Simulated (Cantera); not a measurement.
Input: 1 mol FeS, 0.12 mol SO3, 0.68 mol H2O, held at 550 °C and 1.90 bar.

Equilibrium computed with Cantera from the NASA thermochemical tables; the gas is ideal and each condensed phase is pure. Candidate condensed phases: Fe, FeO, Fe(OH)2, Fe(OH)3, FeS, FeSO4, FeS2, Fe2O3, Fe2(SO4)3, Fe3O4, H2O, H2SO4, S; 22 gas species. FeS: taken at fixed stoichiometry. Gases not in the tables: S3 to S7. Kinetics and transport are ignored.

Base state: H2O 0.977, H2S 0.0141, SO2 0.00827, H2 0.000566, S2 0.000171, S2O 1.03e-5 (mole fractions); condensed: FeS(s) + FeS2(s) + Fe3O4(s).

Task: What changes in the equilibrium state with this change: temperature from 550 °C to 800 °C?

Result: 
```csv
species,before,after
H2O,0.977,0.792
SO2,0.00827,0.179
H2S,0.0141,0.0190
S2,0.000171,0.00752
SO,2.51e-8,1.89e-5
S2O,1.03e-5,0.000715
H2,0.000566,0.00245
"FeS(s), mol",0.358,0.941
"FeS2(s), mol",0.373,0
"Fe3O4(s), mol",0.0897,0.0197
```
Mutual solubility and eutectic melting of coexisting phases are not modelled.

Task: What changes in the equilibrium state with this change: pressure from 1.90 bar to 15.0 mbar?

Result: 
```json
[
 {"species": "H2O", "before": "0.977", "after": "0.803"},
 {"species": "SO2", "before": "0.00827", "after": "0.181"},
 {"species": "H2S", "before": "0.0141", "after": "0.00969"},
 {"species": "S2", "before": "0.000171", "after": "0.00533"},
 {"species": "S2O", "before": "1.03e-5", "after": "0.000190"},
 {"species": "H2", "before": "0.000566", "after": "0.000787"},
 {"species": "FeS(s), mol", "before": "0.358", "after": "0.951"},
 {"species": "FeS2(s), mol", "before": "0.373", "after": "0"},
 {"species": "Fe3O4(s), mol", "before": "0.0897", "after": "0.0163"}
]
```
